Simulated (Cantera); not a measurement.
A closed system holds: 1 mol Pb, 0.022 mol H₂O, a varied amount of H₂, held at 1100 °C and 100 Torr.

Cantera equilibrium calculation (NASA polynomials, part measured and part estimated; ideal gas, pure solids and liquids). Candidate condensed phases: H₂O, Pb, PbO, PbO₂, Pb₃O₄; 12 gas species. Rates play no part.

### Question
What share of the Pb ends up in condensed phases as a function of n(H₂) (mol), at 2.2, 6, 9.8, 14, 17, 21, 25, 29, 33, 36, 40, 44, 48?

### Answer
```
n(H₂) (mol)  Pb condensed (%)     as
-----------  ----------------  -----
2.2                      88.7  Pb(l)
6                        69.5  Pb(l)
9.8                      50.2  Pb(l)
14                       29.0  Pb(l)
17                       13.8  Pb(l)
21                        0.0      -
25                        0.0      -
29                        0.0      -
33                        0.0      -
36                        0.0      -
40                        0.0      -
44                        0.0      -
48                        0.0      -
```
